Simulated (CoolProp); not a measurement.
A closed Brayton cycle with dry air: compressor inlet 315.15 K and 1.2 MPa, high pressure 2.35 MPa, turbine inlet 850 K, compressor efficiency 0.85, turbine efficiency 0.85, recuperator effectiveness 0.8 (on enthalpy, no pinch check). Each further row changes one setting.

Values from CoolProp's reference Helmholtz-energy equation of state, Lemmon 2000. It is a pseudo-pure fit of the blend.

| case | thermal efficiency (%) | net work (kJ/kg) | compressor to turbine work | compressor exit (K) | turbine exit (K) |
|---|---|---|---|---|---|
| as stated | 24.7 | 49.6 | 0.61 | 393.7 | 733.4 |
| turbine inlet 800 K | 22.8 | 42.0 | 0.65 | 393.7 | 689.2 |
| compressor inlet 325.15 K | 23.7 | 47.1 | 0.63 | 406.1 | 733.4 |
| high pressure 2 MPa | 22.6 | 41.2 | 0.59 | 373.5 | 759.8 |
| recuperator effectiveness 0.5 | 16.1 | 49.6 | 0.61 | 393.7 | 733.4 |
